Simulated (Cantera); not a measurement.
Input: 1 mol N₂O, 0.64 mol O₂, 11 mol H₂, held at 17000 Pa.

These are equilibrium values from Cantera (NASA tables, ideal gas, pure condensed phases), not measurements of a reactor. Candidate condensed phases: H₂O; 24 gas species. Rates play no part.

log p: log10 of the partial pressure in bar; nothing condenses.

```json
[
 {"T (K)": "723", "log p H₂": "-0.91", "log p H₂O": "-1.49", "log p H": "<-12", "log p N₂": "-1.85", "log p OH": "<-12", "log p O": "<-12"},
 {"T (K)": "873", "log p H₂": "-0.91", "log p H₂O": "-1.49", "log p H": "-10.78", "log p N₂": "-1.85", "log p OH": "<-12", "log p O": "<-12"},
 {"T (K)": "1023", "log p H₂": "-0.91", "log p H₂O": "-1.49", "log p H": "-8.84", "log p N₂": "-1.85", "log p OH": "-12.00", "log p O": "<-12"},
 {"T (K)": "1173", "log p H₂": "-0.91", "log p H₂O": "-1.49", "log p H": "-7.38", "log p N₂": "-1.85", "log p OH": "[?]", "log p O": "<-12"},
 {"T (K)": "1323", "log p H₂": "-0.91", "log p H₂O": "-1.49", "log p H": "-6.25", "log p N₂": "-1.85", "log p OH": "[?]", "log p O": "<-12"},
 {"T (K)": "1473", "log p H₂": "-0.91", "log p H₂O": "-1.49", "log p H": "-5.35", "log p N₂": "-1.85", "log p OH": "[?]", "log p O": "-12.02"},
 {"T (K)": "1623", "log p H₂": "-0.91", "log p H₂O": "-1.49", "log p H": "-4.61", "log p N₂": "-1.85", "log p OH": "[?]", "log p O": "-10.37"},
 {"T (K)": "1773", "log p H₂": "-0.91", "log p H₂O": "-1.49", "log p H": "-4.00", "log p N₂": "-1.85", "log p OH": "[?]", "log p O": "-8.99"},
 {"T (K)": "1923", "log p H₂": "-0.91", "log p H₂O": "-1.49", "log p H": "-3.48", "log p N₂": "-1.85", "log p OH": "[?]", "log p O": "-7.83"},
 {"T (K)": "2073", "log p H₂": "-0.91", "log p H₂O": "-1.49", "log p H": "-3.04", "log p N₂": "-1.85", "log p OH": "[?]", "log p O": "-6.83"},
 {"T (K)": "2223", "log p H₂": "-0.92", "log p H₂O": "-1.49", "log p H": "-2.65", "log p N₂": "-1.85", "log p OH": "[?]", "log p O": "-5.97"},
 {"T (K)": "2373", "log p H₂": "-0.92", "log p H₂O": "-1.50", "log p H": "-2.32", "log p N₂": "-1.86", "log p OH": "[?]", "log p O": "-5.21"},
 {"T (K)": "2523", "log p H₂": "-0.94", "log p H₂O": "-1.51", "log p H": "-2.02", "log p N₂": "-1.86", "log p OH": "[?]", "log p O": "-4.54"},
 {"T (K)": "2673", "log p H₂": "-0.96", "log p H₂O": "-1.53", "log p H": "-1.77", "log p N₂": "-1.87", "log p OH": "[?]", "log p O": "-3.95"}
]
```

**Question.** Some entries are withheld; supply them.

**Answer.** 
- 1173, log p OH: -10.13
- 1323, log p OH: -8.68
- 1473, log p OH: -7.52
- 1623, log p OH: -6.58
- 1773, log p OH: -5.79
- 1923, log p OH: -5.13
- 2073, log p OH: -4.56
- 2223, log p OH: -4.07
- 2373, log p OH: -3.64
- 2523, log p OH: -3.27
- 2673, log p OH: -2.95
